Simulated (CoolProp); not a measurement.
The numbers come from the reference Helmholtz-energy equation of state, Thol 2018 in CoolProp.

**Question.** For hydrogen chloride, give the phase and the density (kg/m³) at 87.65 °C and 5940 kPa.

**Answer.** 
- 87.65 °C and 5940 kPa: gas; density 91.2
